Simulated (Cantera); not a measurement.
An isothermal, constant-pressure homogeneous reactor starts with CH₄ : H₂O = 1 : 0.55 (molar parts), at 1625 K and 1000000 Pa.

Detailed kinetics in Cantera: GRI-Mech 3.0 (53 species, 325 reactions). GRI-Mech 3.0 stops at C3 and has no aromatics, soot or wall deposition, so with more carbon than oxygen in the feed, carbon stays in small species such as C2H2 where larger ones or solid carbon would form.

One state of this run: x CH₄ = 0.629; x H₂O = 0.354; x O = 1.44e-11; x H = 6.77e-7; x O₂ = 1.38e-12. x: mole fraction; the columns are a selection and need not sum to one.

Task: Which value of t (s) does it belong to?
(A) 0.323
(B) 0.00521
(C) 0.000236
(D) 20.0

Result: C, 0.000236
